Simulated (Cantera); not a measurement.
Cantera with NASA thermochemical tables; ideal gases at 1 bar, condensed phases pure. Values are per mole of reaction as written; species without (g) are pure solids or liquids, kept so even where they would boil at 1 bar.

### Question
Between 300 and 1523 K, where is each reaction favourable under standard conditions?
- 6 HCl(g) + 2 B ⇌ 2 BCl3(g) + 3 H2(g)

### Answer
- 6 HCl(g) + 2 B ⇌ 2 BCl3(g) + 3 H2(g): ΔG° is -204 kJ at 300 K and -28 kJ at 1523 K; it stays negative (K > 1). ΔH° is -238 kJ and ΔS° -138 J/K at 1523 K.
